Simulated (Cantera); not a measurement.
**Transport properties of process gases**

Gas mixture: 100 % NO, at 2670 Pa, frozen composition.

Cantera's kinetic-theory transport with the Lennard-Jones parameters of GRI-Mech 3.0, ideal gas; thermal conductivity in the mixture-averaged form. The composition is frozen, though it would react at the higher temperatures.

```tsv
T (K)	ρ (kg/m³)	cp (J/kg/K)	μ (µPa s)	λ (mW/m/K)	Pr	D (cm²/s) H2O	D (cm²/s) N2	D (cm²/s) H
400	0.0241	998.6	23.1	32.4	0.712	14.9	12.9	77.2
500	0.0192	1016	27.0	38.8	0.708	22.6	18.9	114
600	0.0160	1041	30.6	45.1	0.706	31.6	25.7	155
700	0.0137	1067	34.0	51.3	0.707	41.7	33.3	202
800	0.0120	1092	37.1	57.3	0.708	52.9	41.7	253
900	0.0107	1114	40.1	63.0	0.708	65.0	50.8	308
1000	0.00962	1133	42.9	68.6	0.709	78.2	60.6	368
1100	0.00875	1147	45.7	74.1	0.707	92.2	71.0	432
```
D: mixture-averaged diffusion coefficient of that species in the mixture.
